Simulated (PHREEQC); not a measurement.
Consider water at 68 °C with 0.15 mol NiCl2, 0.00046 mol NaOH and 0.00027 mol MnSO4 per kg of water. It is in equilibrium with CO2 at log p = -3.4 (atm). Otherwise closed; pH follows from the charge balance.

Computed with PHREEQC (ion-association model, wateq4f.dat).

This is a speciation only: nothing precipitates in the calculation.

Predict the pH, ionic strength, activity of water.

pH 6.24; ionic strength 0.390 mol/kgw; activity of water 0.993.

In which forms is Mn present?

Mn+2 79 %, MnCl+ 20 %, MnCl2 0.9 % of the Mn.

In wateq4f.dat the enthalpy of Ni(OH)2 has the wrong sign, so its saturation index can't be trusted away from 25 °C. At this temperature some constants are extrapolated from 25 °C, and those without enthalpy data are left unchanged.
